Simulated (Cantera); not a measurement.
Gas activation for diamond growth

A perfectly stirred reactor is fed with 1.15 % CH4, 96.1 % H2, 2.59 % CO2, 0.144 % H2O, at 0.133 bar; it is held at 1725 K, and followed from long to short residence time.

Computed with Cantera and GRI-Mech 3.0 (53 species, 325 reactions).

```json
[
 {"τ (s)": "10", "x CH4": "0.00275", "x H2": "0.942", "x CO2": "0.000268", "x CO": "0.0288", "x CH3": "2.92e-5", "x C2H": "8.43e-9", "x O": "2.72e-10"},
 {"τ (s)": "3.6", "x CH4": "0.00399", "x H2": "0.940", "x CO2": "0.000386", "x CO": "0.0269", "x CH3": "4.20e-5", "x C2H": "9.45e-9", "x O": "2.90e-10"},
 {"τ (s)": "1.2", "x CH4": "0.00579", "x H2": "0.939", "x CO2": "0.000745", "x CO": "0.0256", "x CH3": "6.05e-5", "x C2H": "8.15e-9", "x O": "2.95e-10"},
 {"τ (s)": "0.41", "x CH4": "0.00784", "x H2": "0.939", "x CO2": "0.00174", "x CO": "0.0243", "x CH3": "8.09e-5", "x C2H": "5.38e-9", "x O": "2.86e-10"},
 {"τ (s)": "0.14", "x CH4": "0.00963", "x H2": "0.940", "x CO2": "0.00431", "x CO": "0.0216", "x CH3": "9.71e-5", "x C2H": "2.66e-9", "x O": "2.57e-10"},
 {"τ (s)": "0.047", "x CH4": "0.0107", "x H2": "0.945", "x CO2": "0.00981", "x CO": "0.0161", "x CH3": "0.000103", "x C2H": "9.38e-10", "x O": "1.93e-10"},
 {"τ (s)": "0.016", "x CH4": "0.0112", "x H2": "0.952", "x CO2": "0.0174", "x CO": "0.00856", "x CH3": "9.30e-5", "x C2H": "2.15e-10", "x O": "1.04e-10"},
 {"τ (s)": "0.0055", "x CH4": "0.0114", "x H2": "0.958", "x CO2": "0.0232", "x CO": "0.00271", "x CH3": "6.48e-5", "x C2H": "1.97e-11", "x O": "3.40e-11"}
]
```
x: mole fraction; the columns are a selection and need not sum to one.
